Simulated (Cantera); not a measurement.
Feed: 1 mol SiH2Cl2, 0.22 mol CH4, 67 mol H2, equilibrated at 0.140 bar.

These are equilibrium values from Cantera (NASA tables, ideal gas, pure condensed phases), not measurements of a reactor. Candidate condensed phases: C, C6H6, C7H8, C8H18, Si, SiC; 109 gas species. Mutual solubility and eutectic melting of coexisting phases are not modelled. Gases not in the tables: Si2H6 and higher silanes. Rates play no part.

Problem. Which condensed phases are stable at each of these points (T (K)): 1298, 1398, 1498, 1598, 1698, 1798, 1898, 1998, 2098, 2198, 2298, 2398?

Solution. 
```tsv
T (K)	condensed phases	Si condensed (%)
1298	Si(s) + SiC(s)	85.5
1398	Si(s) + SiC(s)	86.0
1498	Si(s) + SiC(s)	85.6
1598	Si(s) + SiC(s)	85.0
1698	Si(l) + SiC(s)	84.5
1798	Si(l) + SiC(s)	85.7
1898	Si(l) + SiC(s)	86.2
1998	Si(l) + SiC(s)	84.7
2098	Si(l) + SiC(s)	78.9
2198	Si(l) + SiC(s)	62.8
2298	Si(l) + SiC(s)	22.5
2398	SiC(s)	2.8
```

From 1298 K to 1598 K the condensed part is Si(s) + SiC(s). From 1698 K to 2298 K the condensed part is Si(l) + SiC(s). At 2398 K the condensed part is SiC(s).
